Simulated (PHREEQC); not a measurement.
A column of 0.2 m (40 cells, dispersivity 0.01 m, 60 s a shift, diffusion coefficient 3e-10 m²/s) holds 0.023 eq of the database's cation exchanger X per kg of pore water, first in equilibrium with 1.3 mmol/kgw NaCl and 0.01 mmol/kgw HCl. It is flushed with 0.004 mol CdCl2, 0.011 mol CaCl2 and 1e-05 mol HCl per kg of water, at 25 °C. Values are for the last cell. No CO2 enters from the air. No solid was allowed to form.

Base run: PHREEQC, ion-association model, phreeqc.dat. Each further column changes one thing. The table gives Na in solution (mol/kgw).

| pore volumes | base | exchange capacity from 0.023 to 0.011 eq/kgw | dispersivity from 0.01 to 0.02 m |
|---|---|---|---|
| 0 | 0.00130 | 0.00130 | 0.00130 |
| 0.6375 | 0.00403 | 0.00403 | 0.00687 |
| 1.387 | 0.0268 | ___ | ___ |
| 2.013 | 0.00286 | 0.000377 | 0.00418 |
| 2.638 | 0.000144 | 1.96e-5 | ___ |
| 3.388 | 4.29e-6 | 5.27e-7 | ___ |
| 4.013 | 2.31e-7 | 2.52e-8 | 1.72e-5 |

Problem. Fill in the missing entries.

Solution. 
- 1.387, exchange capacity from 0.023 to 0.011 eq/kgw: 0.00676
- 1.387, dispersivity from 0.01 to 0.02 m: 0.0253
- 2.638, dispersivity from 0.01 to 0.02 m: 0.000715
- 3.388, dispersivity from 0.01 to 0.02 m: 9.26e-5
